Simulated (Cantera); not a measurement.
A closed system holds: 1 mol CH₃SiH₃, 0.3 mol CH₄, a varied amount of H₂, equilibrated at 2100 °C and 10.0 Torr.

These are equilibrium values from Cantera (NASA tables, ideal gas, pure condensed phases), not measurements of a reactor. Candidate condensed phases: C, C₆H₆, C₇H₈, C₈H₁₈, Si, SiC; 87 gas species. The feed counts by its element totals alone. Rates play no part.

**Question.** At 1500 mol H₂, list the 5 most abundant gas species with their mole fractions, and the condensed phases.

**Answer.** H₂ 0.885, H 0.114, Si 0.000595, C₂H₂ (acetylene) 0.000395, SiH 2.09e-5. Condensed: gas only.
